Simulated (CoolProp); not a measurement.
Computed with CoolProp (reference Helmholtz-energy equation of state, Schmidt 1985). Above 300 K oxygen's equation is extrapolated.

Q: For oxygen, give the phase and the cv (kJ/(kg K)), conductivity (mW/(m K)) at 108.75 °C and 3.34 MPa.

A: 
- 108.75 °C and 3.34 MPa: gas; cv 0.681, conductivity 33.9

Thermal conductivity comes from a separate model (Lemmon 2004).
